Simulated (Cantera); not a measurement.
Input (Python, Cantera) and output of one run.

```python
import numpy as np
import cantera as ct

gas_names = """
    O2 NF3 N2O BF3
""".split()
cond_names = """
    BN(s)
""".split()


# ... load() reads the species with a 1 bar reference pressure and builds the phases ...
species = {s.name: s for s in load("nasa_gas.yaml", gas_names) + load("nasa_condensed.yaml", cond_names)}
# Each term lists the table entries of one substance; the one whose range holds T is used.
reactions = {
    'O2(g) + 2 NF3(g) + 2 BN = 2 N2O(g) + 2 BF3(g)':
        [(-1, ['O2']), (-2, ['NF3']), (-2, ['BN(s)']), (2, ['N2O']), (2, ['BF3'])],
}


def pick(names, T):
    return next(species[n] for n in names if species[n].thermo.min_temp <= T <= species[n].thermo.max_temp)


results = []
for label, terms in reactions.items():
    print(label)
    print("     T/K   dH/kJ  dS/(J/K)   dG/kJ   log10 K")
    for T in [300, 2423, 2523, 2623, 2723, 2823, 2923]:
        used = [(nu, pick(names, T)) for nu, names in terms]
        dH = sum(nu * s.thermo.h(T) for nu, s in used) / 1e6
        dS = sum(nu * s.thermo.s(T) for nu, s in used) / 1e3
        dG = dH - T * dS / 1e3
        logK = -dG * 1e6 / (ct.gas_constant * T * np.log(10))
        results.append((label, T, dH, dS, dG, logK, [s.name for _, s in used]))
        print(f"{T:8g} {dH:8.1f} {dS:8.1f} {dG:8.1f} {logK:8.2f}")
```

Output:

```
O2(g) + 2 NF3(g) + 2 BN = 2 N2O(g) + 2 BF3(g)
     T/K   dH/kJ  dS/(J/K)   dG/kJ   log10 K
     300  -1342.8    192.4  -1400.6   243.86
    2423  -1387.4    156.2  -1765.8    38.07
    2523  -1389.8    155.2  -1781.3    36.88
    2623  -1392.3    154.2  -1796.8    35.78
    2723  -1394.7    153.3  -1812.2    34.76
    2823  -1397.2    152.4  -1827.5    33.81
    2923  -1399.6    151.6  -1842.7    32.93
```

Standard-state values (1 bar) from the NASA 1993 polynomials, evaluated with Cantera. Condensed species are held in their standard states even where they would react or evaporate.
